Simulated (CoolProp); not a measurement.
The numbers come from the reference Helmholtz-energy equation of state, Span 1996 in CoolProp.

Task: Give the vapour pressure (MPa), liquid density (kg/m³), enthalpy of vaporisation (kJ/kg), vapour Z of saturated carbon dioxide at 9.05 °C.

Result: 
```tsv
T (°C)	p (MPa)	liquid density (kg/m³)	enthalpy of vaporisation (kJ/kg)	vapour Z
9.05	4.40	868	201	0.630
```
